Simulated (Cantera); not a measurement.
Premixed flame

A freely propagating, adiabatic, planar premixed flame of CH4 : C2H6 : O2 : N2 : H2O = 1 : 1.3 : 5.46 : 20.5 : 1.3 (molar parts), unburnt at 325 K and 90000 Pa; mixture-averaged transport, grid criteria slope 0.08 and curve 0.16, no radiation.

Cantera simulation using GRI-Mech 3.0 (53 species, 325 reactions); the numbers are that mechanism's predictions, not measurements. Burning velocities carry a grid error of a few per cent, more on coarse grids.

```json
[
 {"z (mm)": "-1.42", "T (K)": "325", "u (m/s)": "0.396", "x CH4": "0.0338", "x C2H6": "0.0439", "x O2": "0.184", "x OH": "<1e-8", "x H2O": "0.0439", "x C2H": "<1e-8"},
 {"z (mm)": "-0.950", "T (K)": "327", "u (m/s)": "0.399", "x CH4": "0.0337", "x C2H6": "0.0438", "x O2": "0.184", "x OH": "<1e-8", "x H2O": "0.0440", "x C2H": "<1e-8"},
 {"z (mm)": "-0.712", "T (K)": "336", "u (m/s)": "0.412", "x CH4": "0.0334", "x C2H6": "0.0436", "x O2": "0.183", "x OH": "<1e-8", "x H2O": "0.0449", "x C2H": "<1e-8"},
 {"z (mm)": "-0.475", "T (K)": "424", "u (m/s)": "0.526", "x CH4": "0.0317", "x C2H6": "0.0422", "x O2": "0.175", "x OH": "<1e-8", "x H2O": "0.0539", "x C2H": "<1e-8"},
 {"z (mm)": "-0.237", "T (K)": "920", "u (m/s)": "1.17", "x CH4": "0.0234", "x C2H6": "0.0287", "x O2": "0.132", "x OH": "1.25e-5", "x H2O": "0.0998", "x C2H": "<1e-8"},
 {"z (mm)": "-0.119", "T (K)": "1349", "u (m/s)": "1.75", "x CH4": "0.0153", "x C2H6": "0.0118", "x O2": "0.0881", "x OH": "0.000132", "x H2O": "0.138", "x C2H": "1.63e-8"},
 {"z (mm)": "0", "T (K)": "1722", "u (m/s)": "2.27", "x CH4": "0.00513", "x C2H6": "0.000676", "x O2": "0.0420", "x OH": "0.00131", "x H2O": "0.173", "x C2H": "9.61e-7"},
 {"z (mm)": "0.119", "T (K)": "1881", "u (m/s)": "2.48", "x CH4": "0.000552", "x C2H6": "2.21e-6", "x O2": "0.0162", "x OH": "0.00376", "x H2O": "0.190", "x C2H": "1.12e-6"},
 {"z (mm)": "0.237", "T (K)": "1925", "u (m/s)": "2.53", "x CH4": "3.12e-5", "x C2H6": "<1e-8", "x O2": "0.00746", "x OH": "0.00503", "x H2O": "0.194", "x C2H": "1.38e-7"},
 {"z (mm)": "0.475", "T (K)": "1959", "u (m/s)": "2.56", "x CH4": "1.16e-7", "x C2H6": "<1e-8", "x O2": "0.00374", "x OH": "0.00518", "x H2O": "0.194", "x C2H": "<1e-8"},
 {"z (mm)": "0.950", "T (K)": "1997", "u (m/s)": "2.60", "x CH4": "<1e-8", "x C2H6": "<1e-8", "x O2": "0.00245", "x OH": "0.00461", "x H2O": "0.195", "x C2H": "<1e-8"},
 {"z (mm)": "1.90", "T (K)": "2037", "u (m/s)": "2.65", "x CH4": "<1e-8", "x C2H6": "<1e-8", "x O2": "0.00147", "x OH": "0.00369", "x H2O": "0.198", "x C2H": "<1e-8"},
 {"z (mm)": "3.80", "T (K)": "2072", "u (m/s)": "2.68", "x CH4": "<1e-8", "x C2H6": "<1e-8", "x O2": "0.000699", "x OH": "0.00260", "x H2O": "0.201", "x C2H": "<1e-8"}
]
```
x: mole fraction of selected species; z is measured from the peak of heat release.

The laminar burning velocity is 39.6 cm/s, the thermal thickness is 0.475 mm and the peak x(OH) is 0.00526. The peak x(C2H) is 1.60e-6 and the grid points is 151.
